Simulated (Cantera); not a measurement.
Mixture: CH4 : C2H6 : C3H8 : O2 : N2 : H2O = 1 : 0.036 : 0.062 : 4.97 : 18.7 : 3.5 (molar parts), at 4.60 bar, adiabatic and at constant pressure. Ignition delay is the time to a rise of 400 K.

Model: GRI-Mech 3.0 (53 species, 325 reactions), integrated in Cantera.

```tsv
quantity	before	after
delay at 1175 K	4.51 ms	2.47 ms
delay at 1275 K	1.16 ms	0.662 ms
delay at 1375 K	0.336 ms	0.202 ms
delay at 1475 K	0.113 ms	70.5 µs
delay at 1575 K	45.1 µs	28.4 µs
apparent activation energy between 1475 and 1575 K	180 kJ/mol	180 kJ/mol
```

### Question
Name the change that produced these shifts.
A. N2 18.7 to 30 parts
B. H2O 3.5 to 8.4 parts
C. pressure from 4.60 bar to 10.0 bar
D. constant volume in place of constant pressure

### Answer
C, pressure from 4.60 bar to 10.0 bar
